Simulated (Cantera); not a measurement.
Feed: 1 mol SiCl4, 1.4 mol H2, 1.4 mol HCl, held at 1325 K and 62000 Pa.

Equilibrium computed with Cantera from the NASA thermochemical tables; the gas is ideal and each condensed phase is pure. The tables' values for SiCl3 are old estimates; treat these amounts as uncertain. Kinetics and transport are ignored.

| species | before | after |
|---|---|---|
| HCl | 0.390 | 0.382 |
| H2 | 0.348 | 0.355 |
| SiCl4 | 0.239 | 0.249 |
| SiCl3 | 0.00941 | 0.00199 |
| SiHCl3 | 0.0109 | 0.0118 |
| SiCl2 | 0.00201 | 8.64e-5 |
| SiH2Cl2 | 7.15e-5 | 8.07e-5 |
Gas species are given as mole fractions.

**Question.** What was changed between the two runs?
(A) pressure from 62000 Pa to 1600000 Pa
(B) H2 from 1.4 to 0.76 mol
(C) SiCl4 replaced by Si
(D) HCl from 1.4 to 4.4 mol

**Answer.** A, pressure from 62000 Pa to 1600000 Pa
